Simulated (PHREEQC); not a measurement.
**Metal-bearing waste water**

Solution (30 °C): 0.014 mol FeCl3, 0.012 mol H2SO4 and 0.22 mol Na2SO4 per kg of water. Closed to the air; pH follows from the charge balance.

All values are PHREEQC results (ion-association model, phreeqc.dat), not measurements.

The pH comes out as 2.35 and the ionic strength is 0.539 mol/kgw. The activity of water is 0.989, the specific conductance comes out as 33100 µS/cm and the density comes out as 1.025 g/cm³. The total alkalinity is -52.0 meq/kg.

```
species     molality  activity   log γ
----------  --------  --------  ------
Na+            0.383     0.274  -0.146
SO4-2          0.139    0.0274  -0.706
NaSO4-        0.0566    0.0388  -0.164
Cl-           0.0419    0.0269  -0.192
HSO4-         0.0181    0.0133  -0.135
FeSO4+       0.00852   0.00575  -0.171
H+           0.00586   0.00446  -0.119
Fe(SO4)2-    0.00479   0.00351  -0.135
FeHSO4+2    0.000238   6.88e-5  -0.538
Fe+3        0.000202   1.72e-5  -1.071
FeOH+2      0.000159   3.29e-5  -0.684
FeCl+2       7.89e-5   1.63e-5  -0.684
Fe(OH)2+     4.24e-6   2.91e-6  -0.164
Fe2(OH)2+4   3.38e-6   2.37e-8  -2.154
FeCl2+       2.49e-6   1.68e-6  -0.171
Fe3(OH)4+5   2.12e-8  9.16e-12  -3.365
```

No solid was allowed to form. The solution is supersaturated, for example in Hematite (slow to form), Goethite (slow to form), so a real one may precipitate; this is no full list. Species that the database lacks are ignored.
